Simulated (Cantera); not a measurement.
Charge: 1 mol Ti(OiPr)4, 1.7 mol H2O, 170 mol H2, at 1477 °C and 0.610 bar.

Method: chemical equilibrium by Gibbs-energy minimisation in Cantera with the NASA 1993 tables (ideal gas, pure condensed phases). Candidate condensed phases: C, C6H6, C7H8, C8H18, H2O, Ti, TiC, TiO, TiO2, Ti2O3, Ti3O5, Ti4O7; 113 gas species. The feed counts by its element totals alone. TiC: taken at fixed stoichiometry. The numbers say what is thermodynamically allowed, not how fast it happens.

Base state: H2 0.969, CO 0.0298, CH4 0.000523, H 0.000293, C2H2 (acetylene) 0.000111 (mole fractions); condensed: C(graphite) + TiC(s).

Question: What changes in the equilibrium state with this change: pressure from 0.610 bar to 11.0 Pa?

Answer: 
```json
[
 {"species": "H2", "before": "0.969", "after": "0.949"},
 {"species": "CO", "before": "0.0298", "after": "0.0295"},
 {"species": "H", "before": "0.000293", "after": "0.0216"},
 {"species": "CH4", "before": "0.000523", "after": "9.04e-8"},
 {"species": "C2H2 (acetylene)", "before": "0.000111", "after": "0.000109"},
 {"species": "C(graphite), mol", "before": "5.16", "after": "5.26"},
 {"species": "TiC(s), mol", "before": "1.00", "after": "1.000"}
]
```
